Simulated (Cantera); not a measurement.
Standard-state values (1 bar) from the NASA 1993 polynomials, evaluated with Cantera. Values are per mole of reaction as written; species without (g) are pure solids or liquids, kept so even where they would boil at 1 bar.

3 Si + 3 H₂O₂(g) ⇌ 2 O₃(g) + 3 SiH₂(g), with ΔH° = 1428.6 kJ and ΔS° = 340.7 J/K at 300 K.

Task: How far is the shortcut ΔG° ≈ ΔH°(300 K) − T·ΔS°(300 K) from the full temperature-dependent value at 573, 623, 673, 723, 773, 823, 873, 923, 973, 1023, 1073 K?

Result: 
```
T (K)  shortcut (kJ)  full (kJ)  difference (kJ)  difference in log10 K
-----  -------------  ---------  ---------------  ---------------------
573           1233.4     1233.4              0.0                   0.00
623           1216.4     1216.2              0.1                  -0.01
673           1199.3     1199.1              0.2                  -0.02
723           1182.3     1181.8              0.4                  -0.03
773           1165.3     1164.5              0.7                  -0.05
823           1148.2     1147.2              1.0                  -0.07
873           1131.2     1129.8              1.4                  -0.08
923           1114.2     1112.3              1.8                  -0.10
973           1097.1     1094.8              2.3                  -0.12
1023          1080.1     1077.3              2.8                  -0.14
1073          1063.1     1059.7              3.3                  -0.16
```
The shortcut ignores the heat-capacity change of the reaction.
